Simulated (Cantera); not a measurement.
A perfectly stirred reactor is fed with C3H8 : O2 : N2 = 1 : 8.2 : 30.8 (molar parts), at 9.60 bar; it is adiabatic with a 800 K inlet, and is followed from long to short residence time, starting on the burning branch (τ in s: 0.32, 0.11, 0.038, 0.013, 0.0045, 0.0016, 0.00054, 0.00019, 6.5e-05, 2.2e-05, 7.7e-06).

Detailed kinetics in Cantera: GRI-Mech 3.0 (53 species, 325 reactions). GRI-Mech 3.0 was tuned for natural gas; its chemistry of propane as a main component is partial and can be far from experiment.

Task: Predict: blow-out, bracketed by the residence times tried; x(C3H8) at τ = 0.320 s; x(O2) at τ = 0.320 s; x(N2O) at τ = 0.320 s; x(H) at τ = 0.320 s; x(NO) at τ = 0.320 s; x(C3H8) at τ = 1.60 ms; x(O2) at τ = 1.60 ms; x(N2O) at τ = 1.60 ms; x(H) at τ = 1.60 ms; x(NO) at τ = 1.60 ms.

Result: 
| Quantity | Value |
|---|---|
| blow-out, bracketed by the residence times tried | burning at 22.0 µs, out at 7.70 µs |
| x(C3H8) at τ = 0.320 s | 1.57e-8 |
| x(O2) at τ = 0.320 s | 0.0761 |
| x(N2O) at τ = 0.320 s | 1.03e-6 |
| x(H) at τ = 0.320 s | 9.62e-6 |
| x(NO) at τ = 0.320 s | 0.00323 |
| x(C3H8) at τ = 1.60 ms | 2.32e-6 |
| x(O2) at τ = 1.60 ms | 0.0780 |
| x(N2O) at τ = 1.60 ms | 1.92e-6 |
| x(H) at τ = 1.60 ms | 3.96e-5 |
| x(NO) at τ = 1.60 ms | 0.000102 |
